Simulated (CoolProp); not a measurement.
A simple Rankine cycle with toluene: condensing at 325.15 K, boiler at 0.0512 MPa, turbine inlet 401.4 K, turbine efficiency 0.8, pump efficiency 0.6, no recuperator. Each further row changes one setting.

Values from CoolProp's reference Helmholtz-energy equation of state, Lemmon 2006. It is a short technical equation, of lower accuracy than the large ones.

```csv
case,thermal efficiency (%),net work (kJ/kg),heat in (kJ/kg),turbine exit temperature (K),volume ratio over the turbine
as stated,7.4,36.8,501,375.3,3.62
turbine inlet 421.4 K,7.3,___,532,___,3.63
condensing temperature 317.15 K,___,45.9,515,368.8,5.04
boiler pressure 0.0358 MPa,___,27.4,502,___,___
turbine efficiency 0.7,6.4,___,501,378.5,___
```

Problem. Some entries are withheld; supply them.

Solution. 
- turbine inlet 421.4 K, net work (kJ/kg): 38.8
- turbine inlet 421.4 K, turbine exit temperature (K): 395.4
- condensing temperature 317.15 K, thermal efficiency (%): 8.9
- boiler pressure 0.0358 MPa, thermal efficiency (%): 5.5
- boiler pressure 0.0358 MPa, turbine exit temperature (K): 382.3
- boiler pressure 0.0358 MPa, volume ratio over the turbine: 2.57
- turbine efficiency 0.7, net work (kJ/kg): 32.2
- turbine efficiency 0.7, volume ratio over the turbine: 3.65
